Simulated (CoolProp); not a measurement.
Values from CoolProp's reference Helmholtz-energy equation of state, Lemmon 2005. It is a short technical equation, of lower accuracy than the large ones.

Task: For cis-2-butene, give the phase and the Joule-Thomson coefficient (K/MPa), isothermal compressibility (1/MPa) at 455.7 K and 21200 kPa.

Result: 
- 455.7 K and 21200 kPa: supercritical; Joule-Thomson coefficient 0.127, isothermal compressibility 0.00836
